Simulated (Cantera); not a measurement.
Feed: 1 mol Si3N4, 0.43 mol N2O, 7.7 mol H2, 0.034 mol CO2, held at 900 K and 13.3 mbar.

These are equilibrium values from Cantera (NASA tables, ideal gas, pure condensed phases), not measurements of a reactor. Candidate condensed phases: C, C6H6, C7H8, C8H18, H2O, Si, SiC, SiO2, Si2N2O, Si3N4; 151 gas species. Equilibrium is a limit: real reactors are often held back by kinetics, nucleation or transport.

Base state: H2 0.924, N2 0.0721, CH4 0.00355 (mole fractions); condensed: C(graphite) + Si2N2O(s) + Si3N4(s).

Problem. What changes in the equilibrium state with this change: Si3N4 replaced by SiC?

Solution. 
```json
[
 {"species": "H2", "before": "0.924", "after": "0.996"},
 {"species": "CH4", "before": "0.00355", "after": "0.00413"},
 {"species": "N2", "before": "0.0721", "after": "<1e-9"},
 {"species": "C(graphite), mol", "before": "0.00461", "after": "0.896"},
 {"species": "Si2N2O(s), mol", "before": "0.498", "after": "0.430"},
 {"species": "Si3N4(s), mol", "before": "0.668", "after": "0"},
 {"species": "SiC(s), mol", "before": "0", "after": "0.106"},
 {"species": "SiO2(β-quartz), mol", "before": "0", "after": "0.0340"}
]
```

Problem. What changes in the equilibrium state with this change: pressure from 13.3 mbar to 47.0 mbar?

Solution. 
```
species            before    after
----------------  -------  -------
H2                  0.924    0.924
N2                 0.0721   0.0721
CH4               0.00355  0.00412
NH3               3.85e-6  1.36e-5
C(graphite), mol  0.00461        0
Si2N2O(s), mol      0.498    0.498
Si3N4(s), mol       0.668    0.668
```
